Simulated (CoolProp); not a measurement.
Properties of decamethylcyclopentasiloxane (D5) at several states.

The numbers come from the reference Helmholtz-energy equation of state, Thol 2019 in CoolProp.

```csv
T (K),p (bar),phase,density (kg/m³),cp (kJ/(kg K)),speed of sound (m/s),expansivity (1/kK)
340.7,0.281,liquid,908.3,1.760,794.2,1.175
433.6,56.8,liquid,825.0,___,___,___
285.4,8.88,liquid,968.4,1.701,973.4,1.104
291,0.224,liquid,961.3,1.706,949.0,___
```

### Question
Some entries are withheld; supply them.

### Answer

- 433.6, cp (kJ/(kg K)): 1.890
- 433.6, speed of sound (m/s): 612.8
- 433.6, expansivity (1/kK): 1.232
- 291, expansivity (1/kK): 1.117
